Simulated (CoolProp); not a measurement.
Vapour-liquid equilibrium of CH2F2 (R32) (1) + methanol (2) at 275.9 K; x and y are mole fractions of (1).

Computed with CoolProp (multi-fluid Helmholtz-energy mixture model, Tillner-Roth 1997 and de Reuck 1993; pair parameters Bell 2016).

```
x     bubble pressure (bar)  y at the bubble point  dew pressure at overall composition x (bar)  liquid density (mol/L)
----  ---------------------  ---------------------  -------------------------------------------  ----------------------
0.05                  1.501                  0.968                                      0.05070                   25.07
0.15                  3.762                  0.987                                      0.05661                   24.80
0.25                  5.242                  0.991                                      0.06409                   24.48
0.35                  6.115                  0.992                                      0.07391                   24.11
0.45                  6.589                  0.993                                      0.08732                   23.68
0.55                  6.854                  0.993                                       0.1067                   23.20
0.65                  7.059                  0.994                                       0.1372                   22.66
0.75                  7.321                  0.994                                       0.1921                   22.04
0.85                  7.738                  0.995                                       0.3203                   21.34
0.95                  8.407                  0.998                                       0.9646                   20.54
```

No azeotrope shows between x = 0.05 and 0.95.

Pair parameters are fitted to limited data, so mixtures are less certain than the pure fluids. With so large a gap from Raoult's law the liquid may split in two, which this calculation doesn't test in full.
